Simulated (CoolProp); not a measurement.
Saturated liquid density (kg/m³) of isohexane: the reference equation beside estimates from Tc = 497.7 K, pc = 3.043 MPa, ω = 0.280. Rackett uses Z = 0.29056 − 0.08775 ω.

Values from CoolProp's reference Helmholtz-energy equation of state, Lemmon 2006. It is a short technical equation, of lower accuracy than the large ones.

```csv
T (K),reference,Rackett,van der Waals,Redlich-Kwong,Soave-Redlich-Kwong,Peng-Robinson
394.7,548.2,554.1,329.3,466.3,491.5,557.7
397.8,544.4,550.1,[?],462.0,487.1,552.8
400.9,540.5,[?],324.4,457.5,482.6,547.7
404,536.5,541.8,321.9,453.0,478.0,542.6
407.1,532.5,537.5,319.3,448.4,473.3,537.3
410.2,528.3,533.2,316.7,443.7,468.5,531.9
413.3,524.1,528.8,314.0,438.9,463.6,[?]
416.4,519.9,[?],311.3,434.0,458.6,520.6
419.5,515.5,519.8,308.6,429.0,453.5,514.8
422.6,511.0,515.2,305.8,424.0,448.2,508.8
```

Some entries are withheld; supply them.


- 397.8, van der Waals: 326.8
- 400.9, Rackett: 545.9
- 413.3, Peng-Robinson: 526.3
- 416.4, Rackett: 524.4

Absolute difference from the reference over all 10 rows, mean and median: Rackett 0.9 and 0.9 %, van der Waals 40.0 and 40.0 %, Redlich-Kwong 15.9 and 15.9 %, Soave-Redlich-Kwong 11.3 and 11.2 %, Peng-Robinson 0.8 and 0.8 %.
